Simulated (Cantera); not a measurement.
Input: 1 mol FeS2, 0.075 mol SO2, 0.067 mol CO2, 0.19 mol H2S, at 0.120 bar.

Cantera equilibrium calculation (NASA polynomials, part measured and part estimated; ideal gas, pure solids and liquids). Candidate condensed phases: C, C6H6, C7H8, C8H18, Fe, Fe(CO)5, FeO, Fe(OH)2, Fe(OH)3, FeS, FeSO4, FeS2, Fe2O3, Fe2(SO4)3, Fe3O4, H2O, H2SO4, S; 127 gas species. FeS: taken at fixed stoichiometry. Gases not in the tables: S3 to S7. Kinetics and transport are ignored.

**Question.** Which condensed phases are stable at each of these points (T (K)): 723, 823, 923, 1023, 1123, 1223, 1323, 1423, 1523, 1623, 1723, 1823, 1923?

**Answer.** 
| T (K) | condensed phases | Fe condensed (%) |
|---|---|---|
| 723 | FeS2(s) | 100.0 |
| 823 | FeS2(s) | 100.0 |
| 923 | FeS2(s) | 100.0 |
| 1023 | FeS(s) | 100.0 |
| 1123 | FeS(s) | 100.0 |
| 1223 | FeS(s) | 100.0 |
| 1323 | FeS(s) | 100.0 |
| 1423 | FeS(s) | 100.0 |
| 1523 | FeS(l) | 100.0 |
| 1623 | FeS(l) | 100.0 |
| 1723 | FeS(l) | 100.0 |
| 1823 | FeS(l) | 100.0 |
| 1923 | FeS(l) | 100.0 |

From 723 K to 923 K the condensed part is FeS2(s). From 1023 K to 1423 K the condensed part is FeS(s). From 1523 K to 1923 K the condensed part is FeS(l).
